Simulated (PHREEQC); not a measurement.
0.24 g of hydrous ferric oxide (600 m²/g; 0.2 weak and 0.005 strong sites per Fe, Dzombak-Morel constants, diffuse double layer) in 1 kg of water with 0.01 mol/kgw of an inert sodium salt and 0.00073 mol NaF, 7.2e-07 mol ZnSO4 and 6e-07 mol Na2HAsO4, at 25 °C; the pH is set by adding NaOH or the inert anion's acid. O2 is buffered at 0.21 atm. No CO2 enters from the air. No solid was allowed to form.

The series has 17 steps of pH, from 4 to 12.

Equilibrium calculation in PHREEQC: ion-association model, wateq4f.dat.

Problem. Near which pH is half of the S sorbed, and on which side is more sorbed?

Solution. Near pH 5.9, with more sorbed at lower pH.

Problem. Near which pH is half of the Zn sorbed, and on which side is more sorbed?

Solution. Near pH 5.8, with more sorbed at higher pH.

Problem. Near which pH is half of the As sorbed, and on which side is more sorbed?

Solution. Near pH 10.2, with more sorbed at lower pH.

Complexes and solids missing from the database can't appear. The database has no arsenate complexes of Zn.
